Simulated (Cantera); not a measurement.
A freely propagating, adiabatic, planar premixed flame of 44.0 % H2, 8.80 % O2, 33.1 % N2, 14.1 % H2O, equivalence ratio 2.5, unburnt at 400 K and 0.938 atm; mixture-averaged transport, grid criteria slope 0.08 and curve 0.16, no radiation.

Model: the H2/O2 subset of GRI-Mech 3.0, which has no nitrogen chemistry, integrated in Cantera. Burning velocities carry a grid error of a few per cent, more on coarse grids.

Predict: laminar burning velocity; thermal thickness; peak x(OH); peak x(HO2); peak x(H2O2).


| Quantity | Result |
|---|---|
| laminar burning velocity | 277 cm/s |
| thermal thickness | 0.375 mm |
| peak x(OH) | 0.00121 |
| peak x(HO2) | 0.000466 |
| peak x(H2O2) | 5.80e-5 |
